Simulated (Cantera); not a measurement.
An isothermal, constant-pressure homogeneous reactor starts with 15.2 % C2H6, 84.8 % N2, at 1575 K and 1.01 bar.

Detailed kinetics in Cantera: GRI-Mech 3.0 (53 species, 325 reactions). GRI-Mech 3.0 stops at C3 and has no aromatics, soot or wall deposition, so with more carbon than oxygen in the feed, carbon stays in small species such as C2H2 where larger ones or solid carbon would form.

One state of this run: x C2H6 = 3.51e-6; x H2 = 0.214; x CH2 = 1.92e-9; x CH3 = 2.36e-5; x C2H = 2.85e-8; x H = 1.92e-5. x: mole fraction; the columns are a selection and need not sum to one.

Which value of t (s) does it belong to?
A. 0.00234
B. 1.28
C. 30.0
D. 0.0548

C, 30.0
